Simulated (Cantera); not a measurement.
Charge: 1 mol Si, 2.3 mol HBr, 14 mol N₂, equilibrated at 1.33 mbar.

Equilibrium computed with Cantera from the NASA thermochemical tables; the gas is ideal and each condensed phase is pure. Candidate condensed phases: Br₂, Si, Si₃N₄; 28 gas species. N₂ is the only nitrogen source here; it is nearly inert below about 1500 K, so the nitride shown seldom forms there in practice. The tables' values for SiBr, SiBr₃, SiN are old estimates; treat these amounts as uncertain. Kinetics and transport are ignored.

x: gas mole fraction; n: condensed amount in mol.

```json
[
 {"T (K)": "748", "x N₂": "0.859", "x HBr": "0.122", "x H₂": "0.0126", "x SiBr₂": "1.30e-10", "x Br": "2.49e-7", "x SiBr₄": "0.00628", "x SiBr": "<1e-12", "n Si₃N₄(s)": "0.301", "n Si(l)": "0"},
 {"T (K)": "823", "x N₂": "0.859", "x HBr": "0.123", "x H₂": "0.0120", "x SiBr₂": "7.31e-9", "x Br": "2.35e-6", "x SiBr₄": "0.00602", "x SiBr": "<1e-12", "n Si₃N₄(s)": "0.302", "n Si(l)": "0"},
 {"T (K)": "898", "x N₂": "0.858", "x HBr": "0.124", "x H₂": "0.0117", "x SiBr₂": "2.09e-7", "x Br": "1.52e-5", "x SiBr₄": "0.00582", "x SiBr": "<1e-12", "n Si₃N₄(s)": "0.303", "n Si(l)": "0"},
 {"T (K)": "973", "x N₂": "0.858", "x HBr": "0.125", "x H₂": "0.0114", "x SiBr₂": "3.52e-6", "x Br": "7.42e-5", "x SiBr₄": "0.00566", "x SiBr": "<1e-12", "n Si₃N₄(s)": "0.304", "n Si(l)": "0"},
 {"T (K)": "1048", "x N₂": "0.858", "x HBr": "0.125", "x H₂": "0.0112", "x SiBr₂": "3.92e-5", "x Br": "0.000288", "x SiBr₄": "0.00548", "x SiBr": "2.13e-12", "n Si₃N₄(s)": "0.304", "n Si(l)": "0"},
 {"T (K)": "1123", "x N₂": "0.857", "x HBr": "0.125", "x H₂": "0.0112", "x SiBr₂": "0.000309", "x Br": "0.000924", "x SiBr₄": "0.00512", "x SiBr": "1.13e-10", "n Si₃N₄(s)": "0.304", "n Si(l)": "0"},
 {"T (K)": "1198", "x N₂": "0.856", "x HBr": "0.123", "x H₂": "0.0118", "x SiBr₂": "0.00173", "x Br": "0.00248", "x SiBr₄": "0.00417", "x SiBr": "3.51e-9", "n Si₃N₄(s)": "0.301", "n Si(l)": "0"},
 {"T (K)": "1273", "x N₂": "0.854", "x HBr": "0.118", "x H₂": "0.0143", "x SiBr₂": "0.00634", "x Br": "0.00530", "x SiBr₄": "0.00224", "x SiBr": "6.48e-8", "n Si₃N₄(s)": "0.285", "n Si(l)": "0"},
 {"T (K)": "1348", "x N₂": "0.851", "x HBr": "0.104", "x H₂": "0.0205", "x SiBr₂": "0.0141", "x Br": "0.00876", "x SiBr₄": "0.000642", "x SiBr": "7.21e-7", "n Si₃N₄(s)": "…", "n Si(l)": "0"},
 {"T (K)": "1423", "x N₂": "0.850", "x HBr": "0.0848", "x H₂": "0.0296", "x SiBr₂": "0.0227", "x Br": "0.0123", "x SiBr₄": "0.000132", "x SiBr": "5.51e-6", "n Si₃N₄(s)": "…", "n Si(l)": "0"},
 {"T (K)": "1498", "x N₂": "0.849", "x HBr": "0.0648", "x H₂": "0.0390", "x SiBr₂": "0.0308", "x Br": "0.0156", "x SiBr₄": "2.51e-5", "x SiBr": "3.23e-5", "n Si₃N₄(s)": "…", "n Si(l)": "0"},
 {"T (K)": "1573", "x N₂": "0.848", "x HBr": "0.0475", "x H₂": "0.0471", "x SiBr₂": "0.0376", "x Br": "0.0188", "x SiBr₄": "4.80e-6", "x SiBr": "0.000153", "n Si₃N₄(s)": "…", "n Si(l)": "0"},
 {"T (K)": "1648", "x N₂": "0.847", "x HBr": "0.0340", "x H₂": "0.0533", "x SiBr₂": "0.0424", "x Br": "0.0217", "x SiBr₄": "9.55e-7", "x SiBr": "0.000609", "n Si₃N₄(s)": "…", "n Si(l)": "0"},
 {"T (K)": "1723", "x N₂": "0.845", "x HBr": "0.0282", "x H₂": "0.0547", "x SiBr₂": "0.0399", "x Br": "0.0290", "x SiBr₄": "2.57e-7", "x SiBr": "0.00154", "n Si₃N₄(s)": "…", "n Si(l)": "0.298"}
]
```

Problem. Some entries are withheld; supply them.

Solution. 
- 1348, n Si₃N₄(s): 0.253
- 1423, n Si₃N₄(s): 0.210
- 1498, n Si₃N₄(s): 0.166
- 1573, n Si₃N₄(s): 0.129
- 1648, n Si₃N₄(s): 0.0987
- 1723, n Si₃N₄(s): 0
